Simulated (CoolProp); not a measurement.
Vapour-liquid equilibrium of dimethyl ether (1) + 1-butene (2) at 0.046 MPa; x and y are mole fractions of (1).

Computed with CoolProp (multi-fluid Helmholtz-energy mixture model, Wu 2011 and Lemmon 2005; pair parameters Bell 2016).

Problem. Give the bubble temperature and the first vapour's composition at x = 0.125, 0.275, 0.875. Is there an azeotrope?

Solution. x = 0.125: 243.7 K, y = 0.286; x = 0.275: 239.9 K, y = 0.497; x = 0.875: 232.5 K, y = 0.920. No azeotrope shows between x = 0.05 and 0.95.

Pair parameters are fitted to limited data, so mixtures are less certain than the pure fluids.
